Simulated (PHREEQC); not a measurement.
Dissolve 0.037 mol/kgw HF, 0.00087 mol/kgw NaF, 0.00012 mol/kgw (NH4)2SiF6 and 4.6e-05 mol/kgw H3PO4 at 70 °C. Closed to the air; pH follows from the charge balance.

Computed with PHREEQC (ion-association model, wateq4f.dat).

```tsv
quantity	before	after
pH	2.54	1.56
ionic strength (mol/kgw)	0.00430	0.0330
HF (mol/kgw)	0.0325	0.0209
F- (mol/kgw)	0.00342	0.000259
HF2- (mol/kgw)	0.000487	2.38e-5
H2F2 (mol/kgw)	0.000479	0.000198
SI of Quartz (SiO2)	-4.09	-1.26
```

What was changed between the two runs?
A. HF replaced by HBF4 at the same molality
B. (NH4)2SiF6 from 0.00012 to 0.000108 mol/kgw
C. diluted 10-fold with water
D. 0.0013 mol/kgw NaCl added

A, HF replaced by HBF4 at the same molality

This is a speciation only: nothing precipitates in the calculation. H3PO4, which wateq4f.dat lacks, is added to it with the constant of phreeqc.dat. At this temperature some constants are extrapolated from 25 °C, and those without enthalpy data are left unchanged. SiF6-2 is the database's only silicon fluoride. Real BF4- forms and hydrolyses slowly; the run takes it at equilibrium.
